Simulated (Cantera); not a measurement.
Input: 1 mol SiC, 0.0015 mol H2O, 1.9 mol N2, held at 1948 K and 7700 Pa.

Method: chemical equilibrium by Gibbs-energy minimisation in Cantera with the NASA 1993 tables (ideal gas, pure condensed phases). Candidate condensed phases: C, C6H6, C7H8, C8H18, H2O, Si, SiC, SiO2, Si2N2O, Si3N4; 151 gas species. The tables' values for SiN are old estimates; treat these amounts as uncertain. Kinetics and transport are ignored.

Base state: N2 0.998, H2 0.000715, CO 0.000454, SiO 0.000334, Si 0.000128, H 0.000109, HCN 3.38e-5, SiN 1.05e-5 (mole fractions); condensed: SiC(s).

Task: What changes in the equilibrium state with this change: SiC replaced by Si?

Result: 
```csv
species,before,after
N2,0.998,0.998
SiO,0.000334,0.000788
H2,0.000715,0.000732
CO,0.000454,0
HCN,3.38e-5,0
Si2N,6.18e-6,3.41e-5
"SiC(s), mol",0.999,0
"Si(l), mol",0,0.998
```
